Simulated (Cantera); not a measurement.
Gas mixture: C2H2 = 0.6 (molar parts), at 10.00 Torr, frozen composition.

Cantera's kinetic-theory transport with the Lennard-Jones parameters of GRI-Mech 3.0, ideal gas; thermal conductivity in the mixture-averaged form. The composition is frozen, though it would react at the higher temperatures.

D: mixture-averaged diffusion coefficient of that species in the mixture.

```csv
T (K),ρ (kg/m³),cp (J/kg/K),μ (µPa s),λ (mW/m/K),Pr,D (cm²/s) CH4,D (cm²/s) C2H2,D (cm²/s) H
400,0.0104,1931,13.6,35.7,0.734,?,0.000,118
550,0.00759,2170,17.6,51.9,0.737,?,0.000,209
700,0.00596,2340,21.2,67.5,0.735,?,0.000,318
850,0.00491,2482,24.4,82.7,0.734,?,0.000,444
1000,0.00417,2608,27.4,97.4,0.734,?,0.000,585
1150,0.00363,2718,30.2,112,0.734,?,0.000,741
1300,0.00321,2814,32.8,126,0.734,?,0.000,911
1450,0.00288,2896,35.3,139,0.734,?,0.000,1090
```

Problem. What belongs in the gaps?

Solution. 
- 400, D (cm²/s) CH4: 22.8
- 550, D (cm²/s) CH4: 40.2
- 700, D (cm²/s) CH4: 61.2
- 850, D (cm²/s) CH4: 85.5
- 1000, D (cm²/s) CH4: 113
- 1150, D (cm²/s) CH4: 143
- 1300, D (cm²/s) CH4: 175
- 1450, D (cm²/s) CH4: 211
